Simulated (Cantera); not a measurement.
Equilibrium for carbon deposition, reforming and gasification: C3H8 + H2

Feed: 1 mol C3H8, 3.8 mol H2, held at 1302 °C and 2.78 Torr.

These are equilibrium values from Cantera (NASA tables, ideal gas, pure condensed phases), not measurements of a reactor. Candidate condensed phases: C, C6H6, C7H8, C8H18; 76 gas species. Equilibrium is a limit: real reactors are often held back by kinetics, nucleation or transport.

- x(H2): 0.999
- x(H): 0.000683
- x(C2H2 (acetylene)): 2.11e-5
- x(CH4): 6.72e-6
- n(C(graphite)): 3.00 mol
- gas amount: 7.803 mol
